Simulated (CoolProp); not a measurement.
The numbers come from the reference Helmholtz-energy equation of state, Lemmon 2006 in CoolProp. It is a short technical equation, of lower accuracy than the large ones.

Q: For isopentane, give the phase and the density (kg/m³), cv (kJ/(kg K)), isothermal compressibility (1/MPa) at -39.65 °C and 637 kPa.

A: 
- -39.65 °C and 637 kPa: liquid; density 677, cv 1.46, isothermal compressibility 0.00121
